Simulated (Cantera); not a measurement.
Input: 1 mol Ti, 5.2 mol H2, 0.08 mol C3H8, held at 15.0 Pa.

Equilibrium computed with Cantera from the NASA thermochemical tables; the gas is ideal and each condensed phase is pure. Candidate condensed phases: C, C6H6, C7H8, C8H18, Ti, TiC; 77 gas species. Mutual solubility and eutectic melting of coexisting phases are not modelled. TiC: taken at fixed stoichiometry. Condensed phases not in the tables: N, O or C dissolved in the metal. Equilibrium is a limit: real reactors are often held back by kinetics, nucleation or transport.

log p: log10 of the partial pressure in bar; n: condensed amount in mol.

```
T (K)  log p H2     log p H    log p Ti  log p C  log p C2H2 (acetylene)  n Ti(α)  n TiC(s)  n Ti(β)  n Ti(l)
-----  --------  ----------  ----------  -------  ----------------------  -------  --------  -------  -------
1000      -3.82      -10.56        <-15     <-15                    <-15    0.760     0.240        0        0
1100      -3.82       -9.50      -14.82     <-15                    <-15    0.760     0.240        0        0
1200      -3.82       -8.62      -12.98     <-15                    <-15        0     0.240    0.760        0
1300      -3.82  (withheld)  (withheld)     <-15                    <-15        0     0.240    0.760        0
1400      -3.82       -7.23      -10.11     <-15                    <-15        0     0.240    0.760        0
1500      -3.82       -6.67       -8.97     <-15                    <-15        0     0.240    0.760        0
1600      -3.83       -6.18       -7.97     <-15                    <-15        0     0.240    0.760        0
1700      -3.83  (withheld)  (withheld)     <-15                    <-15        0     0.240    0.757        0
1800      -3.84       -5.37       -6.31     <-15                    <-15        0     0.240    0.742        0
1900      -3.86       -5.03       -5.62     <-15                    <-15        0     0.240    0.666        0
2000      -3.91       -4.75       -5.00   -14.63                  -15.26        0     0.240        0    0.342
2100      -3.99       -4.50       -4.79   -13.15                  -13.89        0     0.240        0        0
2200      -4.08       -4.29       -4.82   -11.58                  -12.21        0     0.240        0        0
```

Question: Complete the blanks.

Answer: 
- 1300, log p H: -7.87
- 1300, log p Ti: -11.44
- 1700, log p H: -5.75
- 1700, log p Ti: -7.09
